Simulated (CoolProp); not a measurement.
Model: reference Helmholtz-energy equation of state, Akasaka 2015, in CoolProp.

Problem. For R245fa, give the phase and the cv (kJ/(kg K)), expansivity (1/kK), Prandtl number at 440 K and 18.3 bar.

Solution. 
- 440 K and 18.3 bar: gas; cv 1.09, expansivity 4.47, Prandtl number 0.753

Viscosity comes from a separate model (Bell 2016), an estimate that may be off by 10 % or more. Thermal conductivity comes from a separate model (Huber 2003), an estimate that may be off by 10 % or more.
